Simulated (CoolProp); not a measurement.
Oxygen along the isobar 10.5 MPa: fugacity coefficient from the reference equation and from simpler models built on Tc = 154.6 K, pc = 5.046 MPa, ω = 0.022; each cubic takes its own stable root.

The numbers come from the reference Helmholtz-energy equation of state, Schmidt 1985 in CoolProp. Above 300 K oxygen's equation is extrapolated.

| T (K) | phase | reference | van der Waals | Redlich-Kwong | Peng-Robinson |
|---|---|---|---|---|---|
| 113.1 | liquid | 0.07841 | 0.1567 | (withheld) | (withheld) |
| 141.8 | liquid | 0.2717 | 0.3409 | (withheld) | 0.2630 |
| 170.5 | supercritical | 0.5342 | 0.5413 | 0.5377 | (withheld) |
| 199.3 | supercritical | 0.7193 | (withheld) | (withheld) | 0.6872 |
| 228 | supercritical | 0.8220 | 0.7924 | 0.8163 | 0.7918 |
| 256.7 | supercritical | 0.8860 | 0.8535 | 0.8791 | 0.8596 |
| 285.5 | supercritical | 0.9284 | 0.8954 | 0.9206 | 0.9057 |
| 314.2 | supercritical | 0.9572 | 0.9251 | (withheld) | 0.9376 |
| 342.9 | supercritical | 0.9774 | 0.9467 | 0.9683 | 0.9604 |
| 371.7 | supercritical | 0.9919 | 0.9629 | 0.9823 | 0.9770 |
| 400.4 | supercritical | 1.002 | 0.9751 | 0.9925 | 0.9891 |
| 429.1 | supercritical | 1.010 | 0.9845 | 1.000 | 0.9982 |

Q: Fill in the missing entries.

A: 
- 113.1, Redlich-Kwong: 0.07508
- 113.1, Peng-Robinson: 0.07588
- 141.8, Redlich-Kwong: 0.2778
- 170.5, Peng-Robinson: 0.5110
- 199.3, van der Waals: 0.6974
- 199.3, Redlich-Kwong: 0.7157
- 314.2, Redlich-Kwong: 0.9486
